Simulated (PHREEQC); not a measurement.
Solution (25 °C): 8.9 mmol/kgw NaOH, 8.3 mmol/kgw NaAlO2 and 53 mmol/kgw Na2CO3. Closed to the air; pH follows from the charge balance.

Equilibrium calculation in PHREEQC: ion-association model, wateq4f.dat.

Question: The ionic strength comes out as 0.134 mol/kgw. What activity coefficients do NaCO3-, OH-, CO3-2, HCO3-, Na+ get?

Answer: NaCO3- 0.77, OH- 0.74, CO3-2 0.35, HCO3- 0.77, Na+ 0.77.

No solid was allowed to form. Examples of supersaturated solids here: Gibbsite (slow to form). Others may be too.
